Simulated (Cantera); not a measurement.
Input (Python, Cantera):

```python
import numpy as np
import cantera as ct

gas = ct.Solution("gri30.yaml")
gas.TPX = 1123, 30000, {'N2O': 1}
reactor = ct.IdealGasConstPressureReactor(gas, energy="off", clone=False)
net = ct.ReactorNet([reactor])
net.rtol, net.atol = 1e-08, 1e-18
show = ['N2O', 'NO', 'N2', 'NO2', 'O', 'O2']
times = np.geomspace(0.0005, 100, 12)

steps = ct.SolutionArray(gas, extra=["t"])
rows = []
print(f"{'t/s':>10s}{'T/K':>9s}{'P/Pa':>11s}" + "".join(f"{s:>11s}" for s in show))
for t in times:
    while net.time < t:
        t_next = net.step()
        steps.append(gas.state, t=t_next)
    rows.append([np.interp(t, steps.t, y) for y in (steps.T, steps.P, *steps(*show).X.T)])
    print(f"{t:10.3e}{rows[-1][0]:9.1f}{rows[-1][1]:11.4g}" + "".join(f"{x:11.3e}" for x in rows[-1][2:]))
rate = np.gradient(steps.T, steps.t)
print("integrator steps:", len(steps.t))
if steps.T.max() > steps.T[0] + 200:
    print(f"time of steepest temperature rise: {steps.t[rate.argmax()]:.4e} s")
gas.TPX = 1123, 30000, {'N2O': 1}
gas.equilibrate("TP")
print(f"equilibrium (TP): T = {gas.T:.1f} K  " + "  ".join(f"{s} {gas[s].X[0]:.3e}" for s in show))
```

Output:

```
       t/s      T/K       P/Pa        N2O         NO         N2        NO2          O         O2
 5.000e-04   1123.0      3e+04  1.000e+00  1.372e-06  1.787e-05  8.830e-12  4.970e-07  8.344e-06
 1.517e-03   1123.0      3e+04  9.999e-01  4.313e-06  5.514e-05  8.721e-11  4.970e-07  2.624e-05
 4.600e-03   1123.0      3e+04  9.997e-01  1.324e-05  1.682e-04  8.155e-10  4.970e-07  8.052e-05
 1.395e-02   1123.0      3e+04  9.992e-01  4.028e-05  5.108e-04  7.398e-09  4.970e-07  2.451e-04
 4.233e-02   1123.0      3e+04  9.976e-01  1.222e-04  1.549e-03  6.387e-08  4.969e-07  7.435e-04
 1.284e-01   1123.0      3e+04  9.927e-01  3.691e-04  4.683e-03  4.892e-07  4.967e-07  2.248e-03
 3.894e-01   1123.0      3e+04  9.781e-01  1.106e-03  1.406e-02  2.842e-06  4.957e-07  6.751e-03
 1.181e+00   1123.0      3e+04  9.355e-01  3.246e-03  4.135e-02  1.120e-05  4.924e-07  1.986e-02
 3.583e+00   1123.0      3e+04  8.212e-01  8.956e-03  1.147e-01  3.393e-05  4.823e-07  5.510e-02
 1.087e+01   1123.0      3e+04  5.721e-01  2.111e-02  2.747e-01  8.310e-05  4.500e-07  1.320e-01
 3.297e+01   1123.0      3e+04  2.327e-01  3.623e-02  4.934e-01  1.472e-04  3.446e-07  2.375e-01
 1.000e+02   1123.0      3e+04  3.430e-02  4.192e-02  6.228e-01  1.895e-04  1.118e-07  3.008e-01
integrator steps: 890
equilibrium (TP): T = 1123.0 K  N2O 4.520e-09  NO 1.215e-04  N2 6.666e-01  NO2 2.099e-06  O 4.666e-09  O2 3.333e-01
```

Detailed kinetics in Cantera: GRI-Mech 3.0 (53 species, 325 reactions). GRI-Mech 3.0 was tuned for natural gas; its chemistry of N2O as a main component is partial and can be far from experiment. The mechanism lacks the step 2 NO + O2 → 2 NO2, which can matter for NO2 below about 1400 K. The temperature is held fixed by assumption; the heat of reaction is taken as removed at once.
